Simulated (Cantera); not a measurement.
Input: 1 mol C, 0.27 mol H2O, 7.4 mol H2, equilibrated at 20300 Torr.

These are equilibrium values from Cantera (NASA tables, ideal gas, pure condensed phases), not measurements of a reactor. Candidate condensed phases: C, C6H6, C7H8, C8H18, H2O; 110 gas species. Rates play no part.

Problem. What share of the C ends up in condensed phases as a function of T (K), at 1923, 1973, 2023, 2073, 2123, 2173, 2223, 2273, 2323, 2373, 2423, 2473?

Solution. 
```json
[
 {"T (K)": "1923", "C condensed (%)": "62.1", "as": "C(graphite)"},
 {"T (K)": "1973", "C condensed (%)": "63.1", "as": "C(graphite)"},
 {"T (K)": "2023", "C condensed (%)": "63.7", "as": "C(graphite)"},
 {"T (K)": "2073", "C condensed (%)": "64.1", "as": "C(graphite)"},
 {"T (K)": "2123", "C condensed (%)": "64.2", "as": "C(graphite)"},
 {"T (K)": "2173", "C condensed (%)": "63.9", "as": "C(graphite)"},
 {"T (K)": "2223", "C condensed (%)": "63.4", "as": "C(graphite)"},
 {"T (K)": "2273", "C condensed (%)": "62.5", "as": "C(graphite)"},
 {"T (K)": "2323", "C condensed (%)": "61.3", "as": "C(graphite)"},
 {"T (K)": "2373", "C condensed (%)": "59.6", "as": "C(graphite)"},
 {"T (K)": "2423", "C condensed (%)": "57.4", "as": "C(graphite)"},
 {"T (K)": "2473", "C condensed (%)": "54.8", "as": "C(graphite)"}
]
```
